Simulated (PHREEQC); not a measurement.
Dissolve 26 mmol/kgw NH3 at 9 °C. Closed to the air; pH follows from the charge balance.

Computed with PHREEQC (ion-association model, phreeqc.dat).

```yaml
pH: 11.37
ionic_strength: 0.000647 mol/kgw
specific_conductance: 114 µS/cm
total_alkalinity: 26.0 meq/kg
```

```json
[
 {"species": "NH3", "molality": "0.0254", "activity": "0.0254", "log γ": "0.000"},
 {"species": "OH-", "molality": "0.000647", "activity": "0.000629", "log γ": "-0.012"},
 {"species": "NH4+", "molality": "0.000647", "activity": "0.000629", "log γ": "-0.012"}
]
```

No solid was allowed to form. Species that the database lacks are ignored. Constants without temperature data keep their 25 °C values here.
